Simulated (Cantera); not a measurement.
An isothermal, constant-pressure homogeneous reactor starts with H2 : O2 = 0.21 : 0.14 (molar parts), at 1200 K and 0.0150 bar.

Cantera simulation using GRI-Mech 3.0 (53 species, 325 reactions); the numbers are that mechanism's predictions, not measurements. Radical loss at walls, strong at low pressure, is not modelled. The temperature is held fixed by assumption; the heat of reaction is taken as removed at once.

x: mole fraction; the columns are a selection and need not sum to one.

```
t (s)        x H2   x O2   x H2O  x H2O2       x H      x OH    x HO2
-------  --------  -----  ------  ------  --------  --------  -------
0.00100     0.521  0.368  0.0538     ___    0.0460   0.00382  4.13e-6
0.00246    0.0690  0.176   0.421     ___     0.266    0.0137  6.47e-6
0.00605    0.0616  0.169   0.551     ___     0.169    0.0127  7.68e-6
0.0149     0.0339  0.154   0.740     ___    0.0492   0.00898  8.68e-6
0.0366    0.00730  0.144   0.838     ___   0.00408   0.00395  7.50e-6
0.0902   0.000865  0.143   0.855     ___  0.000158   0.00133  3.23e-6
0.222    0.000121  0.143   0.857     ___   8.45e-6  0.000503  7.19e-7
0.546     2.49e-5  0.143   0.857     ___   8.08e-7  0.000231  1.71e-7
1.34      6.76e-6  0.143   0.857     ___   1.17e-7  0.000122  5.07e-8
3.30      2.19e-6  0.143   0.857     ___   2.20e-8   6.98e-5  1.93e-8
8.13      8.09e-7  0.143   0.857     ___   4.99e-9   4.25e-5  1.09e-8
20.0      3.63e-7  0.143   0.857     ___   1.50e-9   2.84e-5  9.74e-9
```

**Question.** Complete the blanks.

**Answer.** 
- 0.00100, x H2O2: 7.85e-8
- 0.00246, x H2O2: 4.18e-7
- 0.00605, x H2O2: 6.46e-7
- 0.0149, x H2O2: 1.12e-6
- 0.0366, x H2O2: 1.25e-6
- 0.0902, x H2O2: 5.54e-7
- 0.222, x H2O2: 1.72e-7
- 0.546, x H2O2: 5.57e-8
- 1.34, x H2O2: 1.95e-8
- 3.30, x H2O2: 7.33e-9
- 8.13, x H2O2: 2.96e-9
- 20.0, x H2O2: 1.41e-9
